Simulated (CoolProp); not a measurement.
Vapour-liquid equilibrium of R141b (1) + n-pentane (2) at 1.51 bar; x and y are mole fractions of (1).

Values from CoolProp's multi-fluid Helmholtz-energy mixture model, Lemmon 2006 and Thol 2019; pair parameters Bell 2016.

Problem. Give the bubble temperature and the first vapour's composition at x = 0.05, 0.15, 0.35. Is there an azeotrope?

Solution. x = 0.05: 47.1 °C, y = 0.080; x = 0.15: 45.4 °C, y = 0.209; x = 0.35: 43.5 °C, y = 0.403. y crosses x between x = 0.55 and 0.65: the model has an azeotrope there.

The pair parameters rest on a limited set of measurements; away from them the model extrapolates.
